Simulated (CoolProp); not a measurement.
CHF3 (R23) along the isotherm 330.9 K: Z from the reference equation and from simpler models built on Tc = 299.3 K, pc = 4.832 MPa, ω = 0.263; each cubic takes its own stable root.

Computed with CoolProp (reference Helmholtz-energy equation of state, Penoncello 2003).

| p (MPa) | phase | reference | van der Waals | Redlich-Kwong | Soave-Redlich-Kwong |
|---|---|---|---|---|---|
| 3.72 | gas | 0.7799 | 0.7866 | 0.7788 | 0.7953 |
| 7.43 | supercritical | 0.4964 | 0.4503 | 0.4868 | 0.5494 |
| 11.2 | supercritical | 0.3979 | 0.5006 | 0.4541 | 0.4894 |
| 14.9 | supercritical | 0.4510 | 0.6038 | 0.5207 | 0.5462 |
| 18.6 | supercritical | 0.5198 | 0.7107 | 0.5969 | 0.6187 |
| 22.3 | supercritical | 0.5912 | 0.8172 | 0.6746 | 0.6944 |
| 26 | supercritical | 0.6628 | 0.9227 | 0.7519 | 0.7705 |
| 29.7 | supercritical | 0.7339 | 1.027 | 0.8285 | 0.8462 |
| 33.5 | supercritical | 0.8062 | 1.133 | 0.9063 | 0.9233 |
| 37.2 | supercritical | 0.8758 | 1.235 | 0.9811 | 0.9976 |
| 40.9 | supercritical | 0.9446 | 1.336 | 1.055 | 1.071 |
| 44.6 | supercritical | 1.013 | 1.437 | 1.128 | 1.144 |
| 48.3 | supercritical | 1.080 | 1.536 | 1.201 | 1.216 |
